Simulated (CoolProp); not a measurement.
The fluid at 354.08 K and 1.61 MPa is throttled through a valve to 0.999 MPa with no heat exchange. The same conditions are run with several fluids, on thermodynamics alone (safety and materials aside).

The numbers come from the reference Helmholtz-energy equation of state of each fluid (dodecamethylcyclohexasiloxane (D6): Colonna 2008; R245fa: Akasaka 2015; o-xylene: Zhou 2012; R245ca: Zhou 2016; octamethylcyclotetrasiloxane (D4): Thol 2015) in CoolProp.

```csv
fluid,temperature change (K),final density (kg/m³)
dodecamethylcyclohexasiloxane (D6),+0.2,909
R245fa,-0.0,?
o-xylene,+0.2,829
R245ca,?,?
octamethylcyclotetrasiloxane (D4),+0.2,888
```

Q: Fill in the missing entries.

A: 
- R245fa, final density (kg/m³): 1170
- R245ca, temperature change (K): +0.0
- R245ca, final density (kg/m³): 1240
